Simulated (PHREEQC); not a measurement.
Model water analysis in mg/L, 25 °C, pH 6.42, pe 11.2:

```csv
constituent,mg/L
Na,119
K,5.15
Ca,36.9
Mg,22.1
Cl,160
S(6) as SO4,194
Alkalinity as HCO3,13.5
B,2.02
Si as SiO2,0.327
Cd,25.7
```

Valence states are taken as typed.

The numbers come from PHREEQC with the ion-association model, phreeqc.dat.

This is a speciation only: nothing precipitates in the calculation.

**Question.** Order these Ca species by the share of Ca that they hold, largest first: CaSO4, CaHCO3+, Ca+2.

**Answer.** Ca+2 (88 %), CaSO4 (11 %), CaHCO3+ (0.16 %)

**Question.** Order these C species by the share of C that they hold, largest first: CdHCO3+, CaHCO3+, HCO3-, CO2, MgHCO3+.

**Answer.** HCO3- (56 %), CO2 (43 %), CaHCO3+ (0.38 %), MgHCO3+ (0.33 %), CdHCO3+ (0.17 %)

The pH is 6.42 and the ionic strength 0.0120 mol/kgw. Examples of supersaturated solids here: Otavite. Others may be too.
